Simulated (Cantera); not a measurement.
Feed: 1 mol Ta(OEt)5, 0.33 mol O2, 8.1 mol H2, 0.31 mol CH4, held at 2402 °C and 10000 Pa.

Method: chemical equilibrium by Gibbs-energy minimisation in Cantera with the NASA 1993 tables (ideal gas, pure condensed phases). Candidate condensed phases: C, C6H6, C7H8, C8H18, H2O, Ta, TaC, Ta2O5; 113 gas species. The feed counts by its element totals alone. TaC: taken at fixed stoichiometry. Condensed phases not in the tables: Ta2C. Equilibrium is a limit: real reactors are often held back by kinetics, nucleation or transport.

Q: What is the equilibrium state?

A: 
| Property | Result |
|---|---|
| x(H2) | 0.656 |
| x(CO) | 0.197 |
| x(H) | 0.132 |
| x(C2H2 (acetylene)) | 0.0141 |
| x(C2H) | 0.000289 |
| x(C4H2) | 0.000126 |
| x(C3) | 6.30e-5 |
| x(C2H2 (vinylidene)) | 1.91e-5 |
| x(CH3) | 1.73e-5 |
| n(C(graphite)) | 2.80 mol |
| n(TaC(s)) | 1.00 mol |
| gas amount | 28.79 mol |
| log10 activity of Ta(s) (absent) | -2.74 |
| log10 activity of Ta2O5(l) (absent) | -28.21 |
